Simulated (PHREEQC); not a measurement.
NaOH is added in steps, without added water, to 1 kg of water holding 0.064 mol CaCl2, 0.08 mol Na2SO4 and 0.088 mol KCl, at 25 °C. O2 is buffered at 0.21 atm. CO2 from the air is kept out. The run lets Gypsum, Portlandite, Halite, Mirabilite precipitate or redissolve, and no other solid.

Base run: PHREEQC, ion-association model, wateq4f.dat. Each further column changes one thing. The table gives Gypsum (mol).

```tsv
NaOH added (mol)	base	Davies equation for every ion	all activity coefficients set to 1	database pitzer.dat
0	0.0433	0.0445	0.0554	0.0423
0.001594	0.0432	0.0444	0.0554	0.0422
0.003187	0.0431	0.0443	0.0553	0.0421
0.004781	0.0429	0.0442	0.0552	0.0419
0.006375	0.0428	0.0441	0.0551	0.0418
0.007969	0.0427	0.0440	0.0550	0.0416
0.009031	0.0426	0.0439	0.0550	0.0416
0.01063	0.0425	0.0438	0.0549	0.0414
0.01222	0.0424	0.0437	0.0548	0.0413
0.01381	0.0423	0.0437	0.0547	0.0411
0.01541	0.0422	0.0436	0.0547	0.0410
0.017	0.0421	0.0435	0.0546	0.0409
```

 pitzer.dat has no redox and few complexes: it carries them in its interaction parameters. Solids allowed in the column 'database pitzer.dat': Arcanite, Glaserite, Glauberite, Gypsum, Anhydrite, Halite, Mirabilite, Misenite, Portlandite, Sylvite, Syngenite, Thenardite.
